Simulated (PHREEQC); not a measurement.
Consider water at 62 °C with 7 mmol/kgw PbCl2 and 2.1 mmol/kgw HNO3. Closed to the air; pH follows from the charge balance.

All values are PHREEQC results (ion-association model, wateq4f.dat), not measurements.

No solid was allowed to form.

**Question.** Order these Cl species by the share of Cl that they hold, largest first: PbCl+, PbCl2, Cl-.

**Answer.** Cl- (82 %), PbCl+ (18 %), PbCl2 (0.27 %)

**Question.** Order these Pb species by the share of Pb that they hold, largest first: PbCl2, Pb+2, PbCl+, PbNO3+.

**Answer.** Pb+2 (62 %), PbCl+ (36 %), PbNO3+ (1.1 %), PbCl2 (0.27 %)

The pH is 2.73 and the ionic strength 0.0178 mol/kgw. At this temperature some constants are extrapolated from 25 °C, and those without enthalpy data are left unchanged.
